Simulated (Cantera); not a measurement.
A Cantera script and what it prints.

```python
import numpy as np
import cantera as ct

gas_names = """
    H H2O H2 H2O2 TiO
""".split()
cond_names = """
    Ti3O5(a) Ti3O5(b) Ti3O5(L) TiO(a) TiO(b) TiO(L) TiO2(ru) TiO2(L) Ti2O3(a) Ti2O3(b) Ti2O3(L) Ti4O7(s)
    Ti4O7(L)
""".split()


# ... load() reads the species with a 1 bar reference pressure and builds the phases ...
species = {s.name: s for s in load("nasa_gas.yaml", gas_names) + load("nasa_condensed.yaml", cond_names)}
# Each term lists the table entries of one substance; the one whose range holds T is used.
reactions = {
    'Ti3O5 + 4 H(g) = 3 TiO + 2 H2O(g)':
        [(-1, ['Ti3O5(a)', 'Ti3O5(b)', 'Ti3O5(L)']), (-4, ['H']), (3, ['TiO(a)', 'TiO(b)', 'TiO(L)']), (2, ['H2O'])],
    'H2(g) + 2 TiO2 = H2O2(g) + 2 TiO(g)':
        [(-1, ['H2']), (-2, ['TiO2(ru)', 'TiO2(L)']), (1, ['H2O2']), (2, ['TiO'])],
    'H2O2(g) + 4 Ti2O3 = 2 Ti4O7 + 2 H(g)':
        [(-1, ['H2O2']), (-4, ['Ti2O3(a)', 'Ti2O3(b)', 'Ti2O3(L)']), (2, ['Ti4O7(s)', 'Ti4O7(L)']), (2, ['H'])],
}


def pick(names, T):
    return next(species[n] for n in names if species[n].thermo.min_temp <= T <= species[n].thermo.max_temp)


results = []
for label, terms in reactions.items():
    print(label)
    print("     T/K   dH/kJ  dS/(J/K)   dG/kJ   log10 K")
    for T in [2048, 2248, 2448, 2648, 2848]:
        used = [(nu, pick(names, T)) for nu, names in terms]
        dH = sum(nu * s.thermo.h(T) for nu, s in used) / 1e6
        dS = sum(nu * s.thermo.s(T) for nu, s in used) / 1e3
        dG = dH - T * dS / 1e3
        logK = -dG * 1e6 / (ct.gas_constant * T * np.log(10))
        results.append((label, T, dH, dS, dG, logK, [s.name for _, s in used]))
        print(f"{T:8g} {dH:8.1f} {dS:8.1f} {dG:8.1f} {logK:8.2f}")
```

It prints:

```
Ti3O5 + 4 H(g) = 3 TiO + 2 H2O(g)
     T/K   dH/kJ  dS/(J/K)   dG/kJ   log10 K
    2048   -452.0   -137.8   -169.8     4.33
    2248   -632.5   -225.6   -125.3     2.91
    2448   -640.9   -229.2    -79.8     1.70
    2648   -649.0   -232.4    -33.6     0.66
    2848   -656.6   -235.2     13.2    -0.24
H2(g) + 2 TiO2 = H2O2(g) + 2 TiO(g)
     T/K   dH/kJ  dS/(J/K)   dG/kJ   log10 K
    2048   1789.5    390.7    989.3   -25.23
    2248   1642.5    321.8    919.1   -21.36
    2448   1626.2    314.9    855.4   -18.25
    2648   1610.0    308.5    793.1   -15.64
    2848   1594.1    302.7    732.0   -13.42
H2O2(g) + 4 Ti2O3 = 2 Ti4O7 + 2 H(g)
     T/K   dH/kJ  dS/(J/K)   dG/kJ   log10 K
    2048    281.7    291.1   -314.6     8.02
    2248   -120.8    100.7   -347.3     8.07
    2448   -106.0    107.1   -368.1     7.85
    2648    -91.3    112.8   -390.1     7.69
    2848    -76.8    118.1   -413.2     7.58
```

Source: NASA polynomial tables (part measured, part estimated), evaluated in Cantera. TiO: taken at fixed stoichiometry. Condensed species are held in their standard states even where they would react or evaporate.
